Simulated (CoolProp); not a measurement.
A Linde-Hampson liquefier for nitrogen: isothermal reversible compression at 280 K from 1 atm to 15 MPa, throttling to 1 atm, return gas leaving the recuperator 10 K below the feed. Each further row changes one setting.

The numbers come from the reference Helmholtz-energy equation of state, Span 2000 in CoolProp.

```
case                        liquid yield per pass  compression work (kJ/kg of gas)
--------------------------  ---------------------  -------------------------------
as stated                                     ___                              413
high pressure 30 MPa                          ___                              ___
warm-end temperature 310 K                    ___                              461
warm-end gap 15 K                             ___                              413
```

Q: Complete the blanks.

A: 
- as stated, liquid yield per pass: 0.052
- high pressure 30 MPa, liquid yield per pass: 0.086
- high pressure 30 MPa, compression work (kJ/kg of gas): 474
- warm-end temperature 310 K, liquid yield per pass: 0.033
- warm-end gap 15 K, liquid yield per pass: 0.039
